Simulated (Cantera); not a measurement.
Mixture: CO : H2 : O2 : N2 = 1 : 0.25 : 1.04 : 3.92 (molar parts), equivalence ratio 0.60, at 470000 Pa, adiabatic and at constant pressure. Ignition delay is the time to a rise of 400 K.

Cantera simulation using GRI-Mech 3.0 (53 species, 325 reactions); the numbers are that mechanism's predictions, not measurements. The hydrogen kinetics of GRI-Mech 3.0 are dated; newer H2 mechanisms differ, most at raised pressure. Where the delays flatten at high temperature, the 400 K rule measures the pace of heat release, not the induction time.

### Question
What does this change do: N2 3.92 to 9 parts?

### Answer
| quantity | before | after |
|---|---|---|
| delay at 1200 K | 32.4 µs | 79.3 µs |
| delay at 1250 K | 21.8 µs | 56.5 µs |
| delay at 1300 K | 16.5 µs | 44.7 µs |
| delay at 1350 K | 13.4 µs | 37.6 µs |
| delay at 1400 K | 11.4 µs | 33.0 µs |
| delay at 1450 K | 10.1 µs | 30.0 µs |

### Question
What does this change do: pressure from 470000 Pa to 101000 Pa?

### Answer
| quantity | before | after |
|---|---|---|
| delay at 1200 K | 32.4 µs | 0.108 ms |
| delay at 1250 K | 21.8 µs | 92.4 µs |
| delay at 1300 K | 16.5 µs | 82.0 µs |
| delay at 1350 K | 13.4 µs | 75.1 µs |
| delay at 1400 K | 11.4 µs | 70.5 µs |
| delay at 1450 K | 10.1 µs | 67.8 µs |
